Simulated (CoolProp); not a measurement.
Vapour-liquid equilibrium of acetone (1) + n-nonane (2) at 165.45 °C; x and y are mole fractions of (1).

The numbers come from the multi-fluid Helmholtz-energy mixture model, Lemmon 2006 and Lemmon 2006; pair parameters Bell 2016 in CoolProp.

```
x      bubble pressure (bar)  y at the bubble point  dew pressure at overall composition x (bar)  liquid density (mol/L)
-----  ---------------------  ---------------------  -------------------------------------------  ----------------------
0.05                   2.733                  0.456                                        1.551                   4.771
0.125                  4.392                  0.663                                        1.688                   4.978
0.2                    5.789                  0.747                                        1.850                   5.202
0.275                  6.961                  0.794                                        2.045                   5.444
0.35                   7.956                  0.824                                        2.284                   5.709
0.425                  8.826                  0.847                                        2.584                   6.000
0.5                    9.618                  0.866                                        2.972                   6.323
0.575                  10.38                  0.883                                        3.494                   6.686
0.65                   11.13                  0.900                                        4.232                   7.099
0.725                  11.92                  0.917                                        5.343                   7.573
0.8                    12.75                  0.936                                        7.146                   8.127
0.875                  13.65                  0.958                                        10.03                   8.783
0.95                   14.62                  0.982                                        13.32                   9.571
```

No azeotrope shows between x = 0.05 and 0.95.

The pair parameters rest on a limited set of measurements; away from them the model extrapolates.
